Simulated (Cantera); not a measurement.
Input (Python, Cantera):

```python
import numpy as np
import cantera as ct

gas = ct.Solution("gri30.yaml")
gas.TPX = 550, 100000, {'H2': 1, 'O2': 0.357, 'N2': 1.34}
inlet = ct.Reservoir(gas, clone=True)
gas.equilibrate("HP")  # start burning
reactor = ct.IdealGasConstPressureReactor(gas, energy="on", clone=False)
exhaust = ct.Reservoir(gas, clone=True)
tau = [0.12, 0.057, 0.028, 0.013, 0.0065, 0.0032, 0.0016, 0.00076, 0.00037, 0.00018, 8.8e-05][0]
for a, b in ((inlet, reactor), (reactor, exhaust)):
    ct.MassFlowController(a, b, mdot=lambda t: reactor.mass / tau)
net = ct.ReactorNet([reactor])
show = ['H2', 'O2', 'OH', 'H2O', 'HO2', 'N2O']

rows = []
print(f"{'tau/s':>10s}{'T/K':>9s}" + "".join(f"{s:>11s}" for s in show))
for tau in [0.12, 0.057, 0.028, 0.013, 0.0065, 0.0032, 0.0016, 0.00076, 0.00037, 0.00018, 8.8e-05]:
    net.initial_time = 0.0
    net.advance(30 * tau)
    before = gas.X
    net.advance(40 * tau)
    drift = np.max(np.abs(gas.X - before) / (gas.X + 1e-9))
    rows.append([gas.T, *gas[show].X, drift])
    print(f"{tau:10.3e}{gas.T:9.1f}" + "".join(f"{x:11.3e}" for x in gas[show].X))
```

Result:

```
     tau/s      T/K         H2         O2         OH        H2O        HO2        N2O
 1.200e-01   2444.2  1.204e-01  1.623e-04  3.623e-03  2.987e-01  1.040e-07  2.066e-08
 5.700e-02   2439.0  1.203e-01  1.929e-04  3.863e-03  2.983e-01  1.231e-07  2.012e-08
 2.800e-02   2429.6  1.200e-01  2.503e-04  4.282e-03  2.975e-01  1.599e-07  1.932e-08
 1.300e-02   2411.6  1.196e-01  3.705e-04  5.051e-03  2.960e-01  2.387e-07  1.823e-08
 6.500e-03   2385.0  1.190e-01  5.715e-04  6.098e-03  2.938e-01  3.696e-07  1.724e-08
 3.200e-03   2344.2  1.181e-01  9.289e-04  7.508e-03  2.904e-01  5.929e-07  1.646e-08
 1.600e-03   2287.7  1.171e-01  1.506e-03  9.107e-03  2.858e-01  9.350e-07  1.615e-08
 7.600e-04   2206.1  1.157e-01  2.477e-03  1.080e-02  2.793e-01  1.501e-06  1.657e-08
 3.700e-04   2105.3  1.141e-01  3.850e-03  1.204e-02  2.717e-01  2.349e-06  1.771e-08
 1.800e-04   1984.3  1.122e-01  5.734e-03  1.252e-02  2.632e-01  3.668e-06  1.919e-08
 8.800e-05   1848.2  1.102e-01  8.264e-03  1.201e-02  2.540e-01  5.770e-06  2.042e-08
```

Detailed kinetics in Cantera: GRI-Mech 3.0 (53 species, 325 reactions).
